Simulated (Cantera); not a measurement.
Cantera run:

```python
import numpy as np
import cantera as ct

gas_names = """
    B BH BH2 BH3 BN BO BO2 B2 B2O B2O2 B2O3 B3O3H3 H HBO HBO2 HNO HNO2 HNO3 HO2 H2 H2O H2O2 H3B3O6 N NH
    NH2 NH3 NH2OH NO NO2 NO3 N2 N2H2 N2H4 N2O O OH O2 O3
""".split()
cond_names = """
    B(b) B(L) BN(s) B2O3(L) B3O3H3(cr) H2O(s) H2O(L)
""".split()


# ... load() reads the species with a 1 bar reference pressure and builds the phases ...
atoms = {
    'B': {'B': 1},
    'O2': {'O': 2},
    'NH3': {'N': 1, 'H': 3},
}
top_T = {'BN(s)': 3200}  # K; cautious upper limits of use, not melting points


# ... equilibrate(T, P, feed) seeds the gas with the atoms and calls Mixture.equilibrate('TP', solver="vcs", rtol=1e-11, max_steps=5000) ...
results = []
feed = {'B': 1, 'O2': 2.4, 'NH3': 0.28}  # mol
T = 2023  # K
P = 12  # Pa
mix = equilibrate(T, P, feed)
results.append((T, P, feed, dict(zip(mix.species_names, mix.species_moles))))
x = sorted(zip(gas.X, gas.species_names), reverse=True)
print(f"T = {T:g} K  P = {P:g} Pa  gas = {mix.phase_moles(0):.4g} mol")
print("   x: " + "  ".join(f"{s} {v:.3e}" for v, s in x if v > 0.001))
print("   condensed (mol): " + ("  ".join(f"{mix.phase(i).name} {mix.phase_moles(i):.4g}"
      for i in range(1, mix.n_phases) if mix.phase_moles(i) > 1e-12) or "none"))
```

Result:

```
T = 2023 K  P = 12 Pa  gas = 2.658 mol
   x: O2 4.943e-01  HBO2 1.745e-01  BO2 7.752e-02  B2O3 6.092e-02  H2O 5.413e-02  O 5.113e-02  N2 5.109e-02  OH 1.992e-02  H 8.507e-03  NO 3.185e-03  H2 2.408e-03  BO 2.341e-03
   condensed (mol): none
```

Cantera equilibrium calculation (NASA polynomials, part measured and part estimated; ideal gas, pure solids and liquids).
